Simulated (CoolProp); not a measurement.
Vapour-liquid equilibrium of R124 (1) + R142b (2) at -25.65 °C; x and y are mole fractions of (1).

Model: multi-fluid Helmholtz-energy mixture model, de Vries 1995 and Lemmon 2006; pair parameters Bell 2016, in CoolProp.

```tsv
x	bubble pressure, mixture model (MPa)	bubble pressure, Raoult's law (MPa)	y, mixture model	y, Raoult's law
0.05	0.04936	0.04949	0.053	0.056
0.15	(withheld)	0.05007	(withheld)	0.165
0.25	0.04997	0.05065	(withheld)	0.271
0.35	0.05030	0.05123	0.365	0.376
0.45	0.05069	0.05181	0.470	0.478
0.55	0.05117	0.05239	(withheld)	0.577
0.65	0.05176	0.05297	(withheld)	0.675
0.75	0.05248	0.05355	(withheld)	0.770
0.85	0.05337	0.05413	0.871	0.864
0.95	(withheld)	0.05471	0.959	0.955
```

Problem. Fill in the missing entries.

Solution. 
- 0.15, bubble pressure, mixture model (MPa): 0.04967
- 0.15, y, mixture model: 0.157
- 0.25, y, mixture model: 0.261
- 0.55, y, mixture model: 0.574
- 0.65, y, mixture model: 0.676
- 0.75, y, mixture model: 0.776
- 0.95, bubble pressure, mixture model (MPa): 0.05442

The largest gap from Raoult's law is -2.3 % in bubble pressure, at x = 0.55. No azeotrope shows between x = 0.05 and 0.95.

Pair parameters are fitted to limited data, so mixtures are less certain than the pure fluids.
